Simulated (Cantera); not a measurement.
An isothermal, constant-pressure homogeneous reactor starts with NO : N2 = 1 : 0.45 (molar parts), at 2050 K and 63.0 Torr. Integrator tolerance rtol = 1e-08.

Computed with Cantera and GRI-Mech 3.0 (53 species, 325 reactions).

Problem. What does this change do: temperature 2050 to 1573 K?

Solution. 
```
quantity                                           before                                     after
----------------  ---------------------------------------  ----------------------------------------
x(NO) at 60.0 s     0.0101 (gas-phase equilibrium 0.0101)     0.593 (gas-phase equilibrium 0.00201)
x(NO2) at 60.0 s  5.92e-6 (gas-phase equilibrium 5.92e-6)  0.000352 (gas-phase equilibrium 3.23e-6)
x(O2) at 60.0 s       0.338 (gas-phase equilibrium 0.338)      0.0480 (gas-phase equilibrium 0.344)
x(N2O) at 60.0 s  1.49e-7 (gas-phase equilibrium 1.49e-7)  0.000114 (gas-phase equilibrium 3.20e-8)
x(O) at 60.0 s    0.00196 (gas-phase equilibrium 0.00196)   8.66e-6 (gas-phase equilibrium 2.13e-5)
```
